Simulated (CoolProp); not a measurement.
Saturation properties of ethanol (Tc = 241.6 °C, pc = 6268 kPa, ω = 0.644).

Model: reference Helmholtz-energy equation of state, Schroeder 2014, in CoolProp.

```csv
T (°C),p (kPa),vapour density (kg/m³),liquid conductivity (mW/(m K))
86.15,136.4,(withheld),153
97.35,204.5,3.225,151
108.65,299.2,4.649,150
119.95,426.7,(withheld),148
131.15,592.5,9.043,146
142.45,807.7,12.30,144
153.75,1080,16.48,142
165.05,1417,21.80,140
176.25,1826,28.49,138
187.55,2322,37.06,137
198.85,2915,(withheld),135
210.05,3607,(withheld),134
```

Q: Fill in the missing entries.

A: 
- 86.15, vapour density (kg/m³): 2.190
- 119.95, vapour density (kg/m³): 6.557
- 198.85, vapour density (kg/m³): 48.07
- 210.05, vapour density (kg/m³): 62.46

It boils at 78.4 °C under 1 atm.

Thermal conductivity comes from a separate model (Assael 2013).
